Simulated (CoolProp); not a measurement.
Vapour-liquid equilibrium of R143a (1) + R236FA (2) at 1.01 MPa; x and y are mole fractions of (1).

Computed with CoolProp (multi-fluid Helmholtz-energy mixture model, Lemmon and Jacobsen 2000 and Pan 2012; pair parameters Bell 2016).

Question: Give the bubble temperature and the first vapour's composition at x = 0.275, 0.65, 0.8. Is there an azeotrope?

Answer: x = 0.275: 52.5 °C, y = 0.497; x = 0.65: 31.3 °C, y = 0.856; x = 0.8: 24.5 °C, y = 0.932. No azeotrope shows between x = 0.05 and 0.95.

Pair parameters are fitted to limited data, so mixtures are less certain than the pure fluids.
